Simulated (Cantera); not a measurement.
## Stirred combustor or abatement burner

A perfectly stirred reactor is fed with H₂ : O₂ : N₂ : H₂O = 1 : 0.676 : 2.54 : 0.26 (molar parts), at 7500 Torr; it is adiabatic with a 450 K inlet, and is followed from long to short residence time, starting on the burning branch (τ in s: 0.081, 0.023, 0.0065, 0.0018, 0.00052, 0.00015, 4.1e-05, 1.2e-05, 3.3e-06).

Detailed kinetics in Cantera: the H2/O2 subset of GRI-Mech 3.0, which has no nitrogen chemistry. The hydrogen kinetics of GRI-Mech 3.0 are dated; newer H2 mechanisms differ, most at raised pressure.

| τ (s) | T (K) | x H₂ | x O₂ | x H₂O | x H₂O₂ | x HO₂ | x O | x H |
|---|---|---|---|---|---|---|---|---|
| 0.081 | 2092 | 0.000284 | 0.0438 | 0.315 | 5.27e-7 | 4.02e-6 | 8.99e-5 | 1.64e-5 |
| 0.023 | 2092 | 0.000318 | 0.0438 | 0.315 | 5.43e-7 | 4.21e-6 | 9.49e-5 | 1.85e-5 |
| 0.0065 | 2090 | 0.000430 | 0.0438 | 0.315 | 5.98e-7 | 4.86e-6 | 0.000112 | 2.60e-5 |
| 0.0018 | 2086 | 0.000757 | 0.0438 | 0.314 | 7.55e-7 | 6.95e-6 | 0.000163 | 5.25e-5 |
| 0.00052 | 2076 | 0.00154 | 0.0439 | 0.313 | 1.10e-6 | 1.26e-5 | 0.000291 | 0.000137 |
| 0.00015 | 2056 | 0.00329 | 0.0443 | 0.310 | 1.70e-6 | 2.67e-5 | 0.000581 | 0.000405 |
| 4.1e-5 | 2014 | 0.00717 | 0.0455 | 0.304 | 2.68e-6 | 6.05e-5 | 0.00122 | 0.00126 |
| 1.2e-5 | 1936 | 0.0145 | 0.0485 | 0.292 | 4.03e-6 | 0.000129 | 0.00231 | 0.00339 |
| 3.3e-6 | 1779 | 0.0314 | 0.0568 | 0.269 | 6.77e-6 | 0.000279 | 0.00360 | 0.00785 |
x: mole fraction; the columns are a selection and need not sum to one.
